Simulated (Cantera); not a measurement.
## SiHCl3 + N2 (silicon nitride deposition)

Feed: 1 mol SiHCl3, 18 mol N2, equilibrated at 11000 Pa.

Cantera equilibrium calculation (NASA polynomials, part measured and part estimated; ideal gas, pure solids and liquids). Candidate condensed phases: NH4Cl, Si, Si3N4; 28 gas species. N2 is the only nitrogen source here; it is nearly inert below about 1500 K, so the nitride shown seldom forms there in practice. The tables' values for SiCl3, SiCl are old estimates; treat these amounts as uncertain. Kinetics and transport are ignored.

From 802 °C to 1327 °C the condensed part is Si3N4(s). From 1402 °C to 1702 °C nothing is condensed. The main Si-bearing gas is SiCl4 at 802 °C and SiCl2 at 1702 °C.

```
T (°C)   x N2   x SiCl2   x HCl   x SiCl4   x SiCl3     x H2  n Si3N4(s)
------  -----  --------  ------  --------  --------  -------  ----------
802     0.924   2.29e-6  0.0442    0.0280   6.37e-5  0.00397       0.154
877     0.923   1.77e-5  0.0449    0.0277  0.000212  0.00364       0.154
952     0.923  0.000105  0.0453    0.0273  0.000602  0.00339       0.154
1027    0.923  0.000502  0.0457    0.0263   0.00149  0.00320       0.152
1102    0.922   0.00195  0.0458    0.0241   0.00320  0.00309       0.145
1177    0.919   0.00622  0.0454    0.0199   0.00583  0.00313       0.127
1252    0.915    0.0157  0.0443    0.0132   0.00835  0.00344      0.0908
1327    0.909    0.0296  0.0421   0.00618   0.00862  0.00428      0.0410
1402    0.905    0.0414  0.0391   0.00218   0.00660  0.00554           0
1477    0.904    0.0431  0.0415   0.00134   0.00570  0.00433           0
1552    0.903    0.0445  0.0430  0.000807   0.00483  0.00354           0
1627    0.901    0.0456  0.0438  0.000468   0.00398  0.00308           0
1702    0.900    0.0465  0.0439  0.000255   0.00315  0.00292           0
```
x: gas mole fraction; n: condensed amount in mol.
